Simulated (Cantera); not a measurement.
Charge: 1 mol LiOH, 0.16 mol H2, 0.12 mol H2O, held at 0.100 bar.

Equilibrium computed with Cantera from the NASA thermochemical tables; the gas is ideal and each condensed phase is pure. Candidate condensed phases: H2O, Li, LiH, LiOH, Li2O; 17 gas species. The numbers say what is thermodynamically allowed, not how fast it happens.

x: gas mole fraction; n: condensed amount in mol.

```json
[
 {"T (°C)": "600", "x H2O": "0.551", "x LiOH": "2.04e-6", "x H2": "0.449", "x Li": "2.11e-12", "x Li2O": "<1e-12", "n LiOH(l)": "0.847", "n Li2O(s)": "[?]"},
 {"T (°C)": "750", "x H2O": "0.795", "x LiOH": "0.000102", "x H2": "0.205", "x Li": "9.54e-10", "x Li2O": "4.11e-12", "n LiOH(l)": "0", "n Li2O(s)": "0.500"},
 {"T (°C)": "900", "x H2O": "0.793", "x LiOH": "0.00158", "x H2": "0.205", "x Li": "1.31e-7", "x Li2O": "2.16e-9", "n LiOH(l)": "0", "n Li2O(s)": "0.499"},
 {"T (°C)": "1050", "x H2O": "0.783", "x LiOH": "0.0127", "x H2": "0.204", "x Li": "5.69e-6", "x Li2O": "2.61e-7", "n LiOH(l)": "0", "n Li2O(s)": "0.495"},
 {"T (°C)": "1200", "x H2O": "0.736", "x LiOH": "0.0643", "x H2": "0.198", "x Li": "0.000114", "x Li2O": "1.13e-5", "n LiOH(l)": "0", "n Li2O(s)": "0.473"},
 {"T (°C)": "1350", "x H2O": "0.597", "x LiOH": "0.218", "x H2": "0.182", "x Li": "0.00134", "x Li2O": "0.000235", "n LiOH(l)": "0", "n Li2O(s)": "[?]"},
 {"T (°C)": "1500", "x H2O": "0.345", "x LiOH": "0.493", "x H2": "0.146", "x Li": "0.0114", "x Li2O": "0.00283", "n LiOH(l)": "0", "n Li2O(s)": "[?]"},
 {"T (°C)": "1650", "x H2O": "0.162", "x LiOH": "0.673", "x H2": "0.0930", "x Li": "0.0559", "x Li2O": "0.0145", "n LiOH(l)": "0", "n Li2O(s)": "0"},
 {"T (°C)": "1800", "x H2O": "0.184", "x LiOH": "0.638", "x H2": "0.0784", "x Li": "0.0807", "x Li2O": "0.0143", "n LiOH(l)": "0", "n Li2O(s)": "0"},
 {"T (°C)": "1950", "x H2O": "0.206", "x LiOH": "0.602", "x H2": "0.0637", "x Li": "0.106", "x Li2O": "0.0137", "n LiOH(l)": "0", "n Li2O(s)": "0"}
]
```

### Question
What belongs in the gaps?

### Answer

- 600, n Li2O(s): 0.0767
- 1350, n Li2O(s): 0.402
- 1500, n Li2O(s): 0.229
